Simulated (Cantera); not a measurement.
# Fluorocarbon and chlorocarbon gases: CH₂F₂ + HCl

Feed: 1 mol CH₂F₂, 0.016 mol HCl, equilibrated at 2598 K.

Cantera equilibrium calculation (NASA polynomials, part measured and part estimated; ideal gas, pure solids and liquids). Candidate condensed phases: C, C₆H₆, C₇H₈, C₈H₁₈; 118 gas species. Rates play no part.

At 0.00750 Torr nothing is condensed. From 0.0750 Torr to 750 Torr the condensed part is C(graphite). The main C-bearing gas is C₃ at 0.00750 Torr and CF₂ at 750 Torr.

```csv
P (Pa),x HF,x H,x F,x C₃,x C,n C(graphite)
1,0.247,0.315,0.303,0.0694,0.0417,0
10,0.640,0.162,0.153,0.0215,0.00608,0.794
100,0.868,0.0603,0.0557,0.00215,0.000608,0.978
1000,0.950,0.0202,0.0182,0.000215,6.08e-5,0.996
10000,0.977,0.00622,0.00608,2.15e-5,6.08e-6,0.999
100000,0.986,0.00172,0.00222,2.15e-6,6.08e-7,0.999
```
x: gas mole fraction; n: condensed amount in mol.
